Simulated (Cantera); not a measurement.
Gas mixture: NO = 0.78 (molar parts), at 760 Torr, frozen composition.

Cantera's kinetic-theory transport with the Lennard-Jones parameters of GRI-Mech 3.0, ideal gas; thermal conductivity in the mixture-averaged form. The composition is frozen, though it would react at the higher temperatures.

D: mixture-averaged diffusion coefficient of that species in the mixture.

```csv
T (K),ρ (kg/m³),cp (J/kg/K),μ (µPa s),λ (mW/m/K),Pr,D (cm²/s) N2,D (cm²/s) NO,D (cm²/s) O
400,0.914,998.6,___,32.4,0.712,0.339,0.000,0.527
550,0.665,1028,___,42.0,0.707,0.584,0.000,0.906
700,0.522,1067,___,51.3,0.707,0.877,0.000,1.36
850,0.430,1104,___,60.2,0.708,1.21,0.000,1.88
1000,0.366,1133,___,68.6,0.709,1.59,0.000,2.47
1150,0.318,1153,47.0,76.7,0.707,2.01,0.000,3.11
1300,0.281,1171,___,84.5,0.706,2.47,0.000,3.81
```

Task: Fill in the missing entries.

Result: 
- 400, μ (µPa s): 23.1
- 550, μ (µPa s): 28.9
- 700, μ (µPa s): 34.0
- 850, μ (µPa s): 38.6
- 1000, μ (µPa s): 42.9
- 1300, μ (µPa s): 50.9
